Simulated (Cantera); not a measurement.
Feed: 1 mol SiCl4, 0.15 mol O2, 13 mol N2, 0.81 mol O3, held at 1998 K and 0.100 bar.

Cantera equilibrium calculation (NASA polynomials, part measured and part estimated; ideal gas, pure solids and liquids). Candidate condensed phases: Si, SiO2, Si2N2O, Si3N4; 23 gas species. The tables hold silica as quartz up to 1696 K and as liquid above; real silica turns to tridymite and cristobalite and melts near 1996 K. Equilibrium is a limit: real reactors are often held back by kinetics, nucleation or transport.

Base state: N2 0.754, Cl 0.215, O2 0.0198, Cl2 0.00862, NO 0.00229, O 0.000293, ClO 0.000145 (mole fractions); condensed: SiO2(l).

**Question.** What changes in the equilibrium state with this change: temperature from 1998 K to 1148.15 K?

**Answer.** 
| species | before | after |
|---|---|---|
| N2 | 0.754 | 0.845 |
| Cl2 | 0.00862 | 0.128 |
| O2 | 0.0198 | 0.0237 |
| Cl | 0.215 | 0.00304 |
| O | 0.000293 | 3.88e-9 |
| NO | 0.00229 | 4.50e-5 |
| SiO2(l), mol | 1.000 | 0 |
| SiO2(β-quartz), mol | 0 | 1.00 |

**Question.** What changes in the equilibrium state with this change: N2 from 13 to 1 mol?

**Answer.** 
```json
[
 {"species": "Cl", "before": "0.215", "after": "0.647"},
 {"species": "N2", "before": "0.754", "after": "0.200"},
 {"species": "Cl2", "before": "0.00862", "after": "0.0781"},
 {"species": "O2", "before": "0.0198", "after": "0.0716"},
 {"species": "ClO", "before": "0.000145", "after": "0.000827"},
 {"species": "O", "before": "0.000293", "after": "0.000557"},
 {"species": "NO", "before": "0.00229", "after": "0.00224"},
 {"species": "SiO2(l), mol", "before": "1.000", "after": "1.000"}
]
```

**Question.** What changes in the equilibrium state with this change: temperature from 1998 K to 800 K?

**Answer.** 
```
species                before    after
-------------------  --------  -------
N2                      0.754    0.846
Cl2                   0.00862    0.130
O2                     0.0198   0.0238
Cl                      0.215  1.07e-5
O                    0.000293    <1e-9
NO                    0.00229  6.98e-7
ClO                  0.000145  6.32e-8
SiO2(l), mol            1.000        0
SiO2(α-quartz), mol         0     1.00
```
